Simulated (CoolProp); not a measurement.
Properties of R142b along the isobar 0.101 MPa.

The numbers come from the reference Helmholtz-energy equation of state, Lemmon 2006 in CoolProp. It is a short technical equation, of lower accuracy than the large ones.

```json
[
 {"T (K)": "262.8", "phase": "liquid", "density (kg/m³)": "1195", "Joule-Thomson coefficient (K/MPa)": "-0.3406", "isothermal compressibility (1/MPa)": "0.001965", "fugacity coefficient": "0.9184"},
 {"T (K)": "292.4", "phase": "gas", "density (kg/m³)": "4.293", "Joule-Thomson coefficient (K/MPa)": "[?]", "isothermal compressibility (1/MPa)": "10.19", "fugacity coefficient": "0.9733"},
 {"T (K)": "322", "phase": "gas", "density (kg/m³)": "3.867", "Joule-Thomson coefficient (K/MPa)": "20.29", "isothermal compressibility (1/MPa)": "10.10", "fugacity coefficient": "0.9809"},
 {"T (K)": "351.6", "phase": "gas", "density (kg/m³)": "3.523", "Joule-Thomson coefficient (K/MPa)": "15.16", "isothermal compressibility (1/MPa)": "10.05", "fugacity coefficient": "0.9858"},
 {"T (K)": "381.2", "phase": "gas", "density (kg/m³)": "3.238", "Joule-Thomson coefficient (K/MPa)": "[?]", "isothermal compressibility (1/MPa)": "10.01", "fugacity coefficient": "0.9891"},
 {"T (K)": "410.8", "phase": "gas", "density (kg/m³)": "2.997", "Joule-Thomson coefficient (K/MPa)": "9.551", "isothermal compressibility (1/MPa)": "9.987", "fugacity coefficient": "0.9915"},
 {"T (K)": "440.4", "phase": "gas", "density (kg/m³)": "2.791", "Joule-Thomson coefficient (K/MPa)": "7.892", "isothermal compressibility (1/MPa)": "9.969", "fugacity coefficient": "0.9933"},
 {"T (K)": "470", "phase": "gas", "density (kg/m³)": "2.612", "Joule-Thomson coefficient (K/MPa)": "[?]", "isothermal compressibility (1/MPa)": "9.955", "fugacity coefficient": "0.9946"}
]
```

Q: Fill in the missing entries.

A: 
- 292.4, Joule-Thomson coefficient (K/MPa): 29.04
- 381.2, Joule-Thomson coefficient (K/MPa): 11.84
- 470, Joule-Thomson coefficient (K/MPa): 6.647
